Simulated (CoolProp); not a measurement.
Vapour-liquid equilibrium of R113 (1) + n-hexane (2) at 464 kPa; x and y are mole fractions of (1).

Values from CoolProp's multi-fluid Helmholtz-energy mixture model, Marx 1992 and Thol 2019; pair parameters Bell 2016.

**Question.** Give the bubble temperature and the first vapour's composition at x = 0.05, 0.35, 0.65. Is there an azeotrope?

**Answer.** x = 0.05: 124.3 °C, y = 0.089; x = 0.35: 114.1 °C, y = 0.477; x = 0.65: 107.7 °C, y = 0.737. No azeotrope shows between x = 0.05 and 0.95.

The pair parameters rest on a limited set of measurements; away from them the model extrapolates.
